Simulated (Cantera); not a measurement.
Pyrogenic steam for wet oxidation

An isothermal, constant-pressure homogeneous reactor starts with H2 : O2 : N2 = 0.41 : 1 : 1.1 (molar parts), equivalence ratio 0.20, at 1225 K and 19000 Pa.

Model: GRI-Mech 3.0 (53 species, 325 reactions), integrated in Cantera. The temperature is held fixed by assumption; the heat of reaction is taken as removed at once.

```
t (s)         x H2   x O2      x OH       x O  x H2O
--------  --------  -----  --------  --------  -----
0.000300   0.00511  0.336   0.00515    0.0133  0.162
0.000715  0.000788  0.343   0.00174   0.00186  0.176
0.00170   0.000110  0.345  0.000631  0.000253  0.177
0.00405    1.83e-5  0.345  0.000277   4.74e-5  0.178
0.00965    3.88e-6  0.345  0.000140   1.19e-5  0.178
0.0230     1.05e-6  0.345   7.74e-5   3.68e-6  0.178
0.0548     3.40e-7  0.345   4.56e-5   1.28e-6  0.178
0.130      1.23e-7  0.345   2.80e-5   4.85e-7  0.178
0.311      4.88e-8  0.345   1.78e-5   1.97e-7  0.178
0.740      2.30e-8  0.345   1.22e-5   9.20e-8  0.178
1.76       1.57e-8  0.345   9.90e-6   6.09e-8  0.178
4.20       1.48e-8  0.345   9.59e-6   5.72e-8  0.178
10.0       1.48e-8  0.345   9.58e-6   5.71e-8  0.178
```
x: mole fraction; the columns are a selection and need not sum to one.

Equilibrium at this temperature and pressure: H2 1.48e-8, O2 0.345, OH 9.58e-6, O 5.71e-8, H2O 0.178 (gas phase only).
